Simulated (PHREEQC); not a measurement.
Consider water at 80 °C with 14 mmol/kgw CsF, 0.23 mmol/kgw LiBr and 4.1 mmol/kgw Na2HAsO4. Closed to the air; pH follows from the charge balance.

Equilibrium calculation in PHREEQC: ion-association model, wateq4f.dat.

Precipitation was switched off in this run.

Q: What pH, ionic strength does the model give?

A: pH 8.45; ionic strength 0.0264 mol/kgw.

Q: In which forms is As present?

A: HAsO4-2 97 %, H2AsO4- 2.4 % of the As.

Away from 25 °C the constants follow the database's enthalpies or fits; those with neither stay at their 25 °C values.
